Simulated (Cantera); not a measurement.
Input: 1 mol SiC, 0.0034 mol H2O, 24 mol H2, held at 1127 °C and 0.0135 Torr.

Method: chemical equilibrium by Gibbs-energy minimisation in Cantera with the NASA 1993 tables (ideal gas, pure condensed phases). Candidate condensed phases: C, C6H6, C7H8, C8H18, H2O, Si, SiC, SiO2; 123 gas species. Kinetics and transport are ignored.

Question: What is the equilibrium state?

Answer: 
* **x(H2)**: 0.999
* **x(H)**: 0.00115
* **x(CO)**: 7.38e-5
* **x(SiO)**: 6.77e-5
* **x(Si)**: 5.94e-6
* **n(SiC(s))**: 0.998 mol
* **gas amount**: 24.02 mol
* **log10 activity of Si(s) (absent)**: -0.89
* **log10 activity of C(graphite) (absent)**: -1.43
